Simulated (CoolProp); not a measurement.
A simple Rankine cycle with R113: condensing at 290.15 K, boiler at 0.621 MPa, turbine inlet 390.9 K, turbine efficiency 0.6, pump efficiency 0.7, no recuperator. Each further row changes one setting.

Computed with CoolProp (reference Helmholtz-energy equation of state, Marx 1992).

```tsv
case	thermal efficiency (%)	net work (kJ/kg)	heat in (kJ/kg)	turbine exit temperature (K)	volume ratio over the turbine
as stated	[?]	25.6	215	343.2	[?]
turbine inlet 410.9 K	11.8	27.4	231	363.5	[?]
condensing temperature 282.15 K	12.8	[?]	222	338.8	27.4
boiler pressure 0.435 MPa	10.7	[?]	218	[?]	13.2
turbine efficiency 0.5	9.9	21.2	215	349.4	19.9
```

Problem. Complete the blanks.

Solution. 
- as stated, thermal efficiency (%): 11.9
- as stated, volume ratio over the turbine: 19.5
- turbine inlet 410.9 K, volume ratio over the turbine: 19.1
- condensing temperature 282.15 K, net work (kJ/kg): 28.5
- boiler pressure 0.435 MPa, net work (kJ/kg): 23.4
- boiler pressure 0.435 MPa, turbine exit temperature (K): 350.8
